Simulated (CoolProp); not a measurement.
Saturation properties of R124 (Tc = 395.4 K, pc = 3.624 MPa, ω = 0.288).

Computed with CoolProp (reference Helmholtz-energy equation of state, de Vries 1995).

```json
[
 {"T (K)": "237.4", "p (MPa)": "0.03319", "vapour density (kg/m³)": "2.341", "vapour viscosity (µPa s)": "10.2"},
 {"T (K)": "239.9", "p (MPa)": "0.03779", "vapour density (kg/m³)": "2.642", "vapour viscosity (µPa s)": "10.3"},
 {"T (K)": "242.4", "p (MPa)": "0.04289", "vapour density (kg/m³)": "2.974", "vapour viscosity (µPa s)": "10.4"},
 {"T (K)": "244.9", "p (MPa)": "0.04852", "vapour density (kg/m³)": "3.338", "vapour viscosity (µPa s)": "10.5"},
 {"T (K)": "247.4", "p (MPa)": "0.05474", "vapour density (kg/m³)": "3.736", "vapour viscosity (µPa s)": "10.6"},
 {"T (K)": "250", "p (MPa)": "0.06186", "vapour density (kg/m³)": "4.189", "vapour viscosity (µPa s)": "10.8"},
 {"T (K)": "252.5", "p (MPa)": "0.06938", "vapour density (kg/m³)": "4.664", "vapour viscosity (µPa s)": "10.9"},
 {"T (K)": "255", "p (MPa)": "0.07761", "vapour density (kg/m³)": "5.181", "vapour viscosity (µPa s)": "11.0"},
 {"T (K)": "257.5", "p (MPa)": "0.08660", "vapour density (kg/m³)": "5.742", "vapour viscosity (µPa s)": "11.1"},
 {"T (K)": "260", "p (MPa)": "0.09638", "vapour density (kg/m³)": "6.350", "vapour viscosity (µPa s)": "11.2"},
 {"T (K)": "262.5", "p (MPa)": "0.1070", "vapour density (kg/m³)": "7.006", "vapour viscosity (µPa s)": "11.3"},
 {"T (K)": "265.1", "p (MPa)": "0.1190", "vapour density (kg/m³)": "7.745", "vapour viscosity (µPa s)": "11.4"},
 {"T (K)": "267.6", "p (MPa)": "0.1316", "vapour density (kg/m³)": "8.511", "vapour viscosity (µPa s)": "11.5"},
 {"T (K)": "270.1", "p (MPa)": "0.1451", "vapour density (kg/m³)": "9.335", "vapour viscosity (µPa s)": "11.7"},
 {"T (K)": "272.6", "p (MPa)": "0.1597", "vapour density (kg/m³)": "10.22", "vapour viscosity (µPa s)": "11.8"}
]
```

It boils at 261.2 K under 1 atm.

Viscosity comes from a separate model (Bell 2016), an estimate that may be off by 10 % or more.
